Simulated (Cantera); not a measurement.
Charge: 1 mol Si, 3.3 mol F2, 0.17 mol N2, held at 275 °C and 4.60 Pa.

These are equilibrium values from Cantera (NASA tables, ideal gas, pure condensed phases), not measurements of a reactor. Candidate condensed phases: Si, Si3N4; 16 gas species. Kinetics and transport are ignored.

Problem. What is the equilibrium state?

Solution. 
| Property | Value |
|---|---|
| x(SiF4) | 0.463 |
| x(F2) | 0.382 |
| x(NF3) | 0.146 |
| x(N2) | 0.00570 |
| x(F) | 0.00276 |
| gas amount | 2.158 mol |
| log10 activity of Si(s) (absent) | -141.61 |
